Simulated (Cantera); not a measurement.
Mixture: CH₄ : H₂ : O₂ : N₂ = 1 : 0.054 : 4.22 : 15.9 (molar parts), equivalence ratio 0.48, at 9.87 atm, adiabatic and at constant volume. Ignition delay is the time to a rise of 400 K.

Detailed kinetics in Cantera: GRI-Mech 3.0 (53 species, 325 reactions).

Question: Predict: delay at 1225 K; delay at 1375 K; delay at 1525 K; delay at 1675 K; delay at 1825 K; apparent activation energy between 1750 and 1900 K.

Answer: 
- delay at 1225 K = 1.46 ms
- delay at 1375 K = 0.329 ms
- delay at 1525 K = 87.9 µs
- delay at 1675 K = 28.3 µs
- delay at 1825 K = 10.8 µs
- apparent activation energy between 1750 and 1900 K = 160 kJ/mol
